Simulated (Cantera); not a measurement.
Cantera run, input and output.

```python
import numpy as np
import cantera as ct

gas = ct.Solution("gri30.yaml")
gas.TPX = 1298, 2666, {'N2O': 1}
inlet = ct.Reservoir(gas, clone=True)

reactor = ct.IdealGasConstPressureReactor(gas, energy="off", clone=False)
exhaust = ct.Reservoir(gas, clone=True)
tau = [7.7, 2.4, 0.72, 0.22, 0.067, 0.02, 0.0062][0]
for a, b in ((inlet, reactor), (reactor, exhaust)):
    ct.MassFlowController(a, b, mdot=lambda t: reactor.mass / tau)
net = ct.ReactorNet([reactor])
show = ['N2O', 'N2', 'NO', 'O', 'NO2', 'O2']

rows = []
print(f"{'tau/s':>10s}{'T/K':>9s}" + "".join(f"{s:>11s}" for s in show))
for tau in [7.7, 2.4, 0.72, 0.22, 0.067, 0.02, 0.0062]:
    net.initial_time = 0.0
    net.advance(30 * tau)
    before = gas.X
    net.advance(40 * tau)
    drift = np.max(np.abs(gas.X - before) / (gas.X + 1e-9))
    rows.append([gas.T, *gas[show].X, drift])
    print(f"{tau:10.3e}{gas.T:9.1f}" + "".join(f"{x:11.3e}" for x in gas[show].X))
```

Output:

```
     tau/s      T/K        N2O         N2         NO          O        NO2         O2
 7.700e+00   1298.0  4.877e-01  3.165e-01  5.019e-02  7.375e-06  1.615e-05  1.457e-01
 2.400e+00   1298.0  7.528e-01  1.527e-01  2.429e-02  7.419e-06  6.588e-06  7.025e-02
 7.200e-01   1298.0  9.102e-01  5.542e-02  8.828e-03  7.432e-06  1.961e-06  2.550e-02
 2.200e-01   1298.0  9.707e-01  1.806e-02  2.877e-03  7.432e-06  4.602e-07  8.307e-03
 6.700e-02   1298.0  9.909e-01  5.611e-03  8.931e-04  7.420e-06  7.694e-08  2.578e-03
 2.000e-02   1298.0  9.973e-01  1.681e-03  2.668e-04  7.379e-06  8.985e-09  7.702e-04
 6.200e-03   1298.0  9.992e-01  5.179e-04  8.141e-05  7.248e-06  9.210e-10  2.350e-04
```

Computed with Cantera and GRI-Mech 3.0 (53 species, 325 reactions). GRI-Mech 3.0 was tuned for natural gas; its chemistry of N2O as a main component is partial and can be far from experiment. Radical loss at walls, strong at low pressure, is not modelled. The mechanism lacks the step 2 NO + O2 → 2 NO2, which can matter for NO2 below about 1400 K. The temperature is held fixed by assumption; the heat of reaction is taken as removed at once.
